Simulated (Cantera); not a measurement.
Input: 1 mol C3H8, 0.015 mol O2, 1.8 mol H2, equilibrated at 10.0 mbar.

Method: chemical equilibrium by Gibbs-energy minimisation in Cantera with the NASA 1993 tables (ideal gas, pure condensed phases). Candidate condensed phases: C, C6H6, C7H8, C8H18, H2O; 110 gas species. Equilibrium is a limit: real reactors are often held back by kinetics, nucleation or transport.

Problem. At 1273 K, list the 3 most abundant gas species with their mole fractions, and the condensed phases.

Solution. H2 0.995, CO 0.00515, CH4 9.30e-5. Condensed: C(graphite).
